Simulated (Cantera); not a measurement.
Adiabatic ignition

An adiabatic, constant-volume homogeneous reactor starts with CH4 : C2H6 : C3H8 : O2 : N2 = 1 : 0.057 : 0.58 : 2.12 : 7.99 (molar parts), at 1125 K and 5.00 bar.

Computed with Cantera and GRI-Mech 3.0 (53 species, 325 reactions). GRI-Mech 3.0 was tuned for natural gas; its chemistry of propane as a main component is partial and can be far from experiment.

| t (s) | T (K) | P (bar) | x CH4 | x C2H6 | x C3H8 | x H2 | x NO | x HCO | x H2O2 |
|---|---|---|---|---|---|---|---|---|---|
| 5.00e-6 | 1125 | 5.00 | 0.0851 | 0.00485 | 0.0494 | 6.49e-9 | <1e-12 | <1e-12 | 2.60e-9 |
| 1.45e-5 | 1125 | 5.00 | 0.0851 | 0.00485 | 0.0494 | 2.31e-8 | <1e-12 | <1e-12 | 2.47e-8 |
| 4.19e-5 | 1125 | 5.00 | 0.0851 | 0.00485 | 0.0494 | 1.08e-7 | <1e-12 | <1e-12 | 2.00e-7 |
| 0.000121 | 1125 | 5.00 | 0.0851 | 0.00485 | 0.0494 | 1.05e-6 | <1e-12 | 1.16e-12 | 1.27e-6 |
| 0.000351 | 1125 | 5.00 | 0.0851 | 0.00485 | 0.0493 | 1.02e-5 | <1e-12 | 1.85e-11 | 4.11e-6 |
| 0.00102 | 1125 | 5.00 | 0.0852 | 0.00486 | 0.0490 | 4.90e-5 | <1e-12 | 9.65e-11 | 6.04e-6 |
| 0.00294 | 1127 | 5.01 | 0.0854 | 0.00490 | 0.0480 | 0.000207 | <1e-12 | 4.36e-10 | 8.90e-6 |
| 0.00851 | 1149 | 5.16 | 0.0855 | 0.00521 | 0.0408 | 0.00204 | <1e-12 | 1.03e-8 | 4.43e-5 |
| 0.0246 | 2357 | 13.7 | 2.41e-8 | <1e-12 | <1e-12 | 0.213 | 1.35e-5 | 6.88e-7 | 4.27e-10 |
| 0.0713 | 2357 | 13.7 | 2.39e-8 | <1e-12 | <1e-12 | 0.213 | 9.04e-6 | 6.88e-7 | 4.27e-10 |
| 0.206 | 2357 | 13.7 | 2.39e-8 | <1e-12 | <1e-12 | 0.213 | 9.01e-6 | 6.88e-7 | 4.27e-10 |
| 0.597 | 2357 | 13.7 | 2.39e-8 | <1e-12 | <1e-12 | 0.213 | 9.01e-6 | 6.88e-7 | 4.27e-10 |
| 1.73 | 2357 | 13.7 | 2.39e-8 | <1e-12 | <1e-12 | 0.213 | 9.01e-6 | 6.88e-7 | 4.27e-10 |
| 5.00 | 2357 | 13.7 | 2.39e-8 | <1e-12 | <1e-12 | 0.213 | 9.01e-6 | 6.88e-7 | 4.27e-10 |
x: mole fraction; the columns are a selection and need not sum to one.

```
Property                                                             Value
---------------------------------  ---------------------------------------
time of steepest temperature rise                                  9.96 ms
temperature at 5.00 s                                               2357 K
equilibrium temperature                                             2357 K
x(CH4) at 5.00 s                   2.39e-8 (gas-phase equilibrium 2.68e-8)
x(C2H6) at 5.00 s                    <1e-12 (gas-phase equilibrium <1e-12)
x(C3H8) at 5.00 s                    <1e-12 (gas-phase equilibrium <1e-12)
```
